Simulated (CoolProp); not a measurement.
Vapour-liquid equilibrium of R125 (1) + R115 (2) at 0.453 MPa; x and y are mole fractions of (1).

Computed with CoolProp (multi-fluid Helmholtz-energy mixture model, Lemmon 2005 and Lemmon 2016; pair parameters Bell 2016).

```json
[
 {"x": "0.05", "bubble temperature, mixture model (°C)": "(withheld)", "bubble temperature, Raoult's law (°C)": "0.0", "y, mixture model": "(withheld)", "y, Raoult's law": "0.074"},
 {"x": "0.2", "bubble temperature, mixture model (°C)": "-6.1", "bubble temperature, Raoult's law (°C)": "-2.3", "y, mixture model": "(withheld)", "y, Raoult's law": "0.275"},
 {"x": "0.35", "bubble temperature, mixture model (°C)": "-8.9", "bubble temperature, Raoult's law (°C)": "-4.4", "y, mixture model": "(withheld)", "y, Raoult's law": "0.450"},
 {"x": "0.5", "bubble temperature, mixture model (°C)": "-10.7", "bubble temperature, Raoult's law (°C)": "-6.3", "y, mixture model": "(withheld)", "y, Raoult's law": "0.603"},
 {"x": "0.65", "bubble temperature, mixture model (°C)": "(withheld)", "bubble temperature, Raoult's law (°C)": "-8.1", "y, mixture model": "0.696", "y, Raoult's law": "0.738"},
 {"x": "0.8", "bubble temperature, mixture model (°C)": "-12.3", "bubble temperature, Raoult's law (°C)": "-9.8", "y, mixture model": "0.807", "y, Raoult's law": "0.859"},
 {"x": "0.95", "bubble temperature, mixture model (°C)": "-12.1", "bubble temperature, Raoult's law (°C)": "-11.3", "y, mixture model": "0.944", "y, Raoult's law": "0.967"}
]
```

Question: Complete the blanks.

Answer: 
- 0.05, bubble temperature, mixture model (°C): -1.4
- 0.05, y, mixture model: 0.104
- 0.2, y, mixture model: 0.327
- 0.35, y, mixture model: 0.476
- 0.5, y, mixture model: 0.591
- 0.65, bubble temperature, mixture model (°C): -11.8

The largest gap from Raoult's law is -4.5 K in bubble temperature, at x = 0.35. y crosses x between x = 0.8 and 0.95: the model has an azeotrope there.

Pair parameters are fitted to limited data, so mixtures are less certain than the pure fluids.
